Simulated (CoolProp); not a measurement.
Saturation properties of n-heptane (Tc = 541.2 K, pc = 27.74 bar, ω = 0.349).

Model: reference Helmholtz-energy equation of state, Span 2003, in CoolProp. It is a short technical equation, of lower accuracy than the large ones.

```csv
T (K),p (bar),vapour density (kg/m³),liquid viscosity (µPa s)
360,0.7128,2.489,217
376.3,1.163,3.956,190
392.6,1.810,6.035,167
408.9,2.705,8.905,147
425.2,3.904,12.79,130
441.6,5.479,18.04,114
457.9,7.478,25.02,100
474.2,9.982,34.45,87.8
```

It boils at 371.5 K under 1 atm.

Viscosity comes from a separate model (Michailidou 2014).
